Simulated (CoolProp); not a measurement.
Vapour-liquid equilibrium of cyclohexane (1) + n-nonane (2) at 0.239 bar; x and y are mole fractions of (1).

Computed with CoolProp (multi-fluid Helmholtz-energy mixture model, Zhou 2014 and Lemmon 2006; pair parameters Bell 2016).

Question: Give the bubble temperature and the first vapour's composition at x = 0.35, 0.65, 0.95. Is there an azeotrope?

Answer: x = 0.35: 64.4 °C, y = 0.861; x = 0.65: 50.0 °C, y = 0.962; x = 0.95: 40.5 °C, y = 0.997. No azeotrope shows between x = 0.05 and 0.95.

Pair parameters are fitted to limited data, so mixtures are less certain than the pure fluids. The gap from Raoult's law changes sign with composition, which may be real or a fault of the pair parameters; it wasn't checked against measurements.
